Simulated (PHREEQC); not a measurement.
Spent oxide etchant: an equilibrium model

Solution (25 °C): 1.4 mmol/kgw NH4HF2, 1.94 mmol/kgw H2SiF6 and 48 mmol/kgw HCl. Closed to the air; pH follows from the charge balance.

Model: ion-association model, phreeqc.dat, run in PHREEQC.

- pH = 1.37
- ionic strength = 0.0527 mol/kgw
- density = 0.998 g/cm³
- total alkalinity = -61.0 meq/kg

```json
[
 {"species": "H+", "molality": "0.0497", "activity": "0.0424", "log γ": "-0.070"},
 {"species": "Cl-", "molality": "0.0480", "activity": "0.0389", "log γ": "-0.091"},
 {"species": "HF", "molality": "0.00522", "activity": "0.00528", "log γ": "0.005"},
 {"species": "SiF6-2", "molality": "0.00152", "activity": "0.000694", "log γ": "-0.340"},
 {"species": "NH4+", "molality": "0.00140", "activity": "0.00112", "log γ": "-0.098"},
 {"species": "H4SiO4", "molality": "0.000421", "activity": "0.000427", "log γ": "0.005"},
 {"species": "F-", "molality": "0.000103", "activity": "8.32e-5", "log γ": "-0.093"}
]
```

This is a speciation only: nothing precipitates in the calculation. Examples of supersaturated solids here: Quartz (slow to form), Chalcedony (slow to form). Others may be too. SiF6-2 is the database's only silicon fluoride.
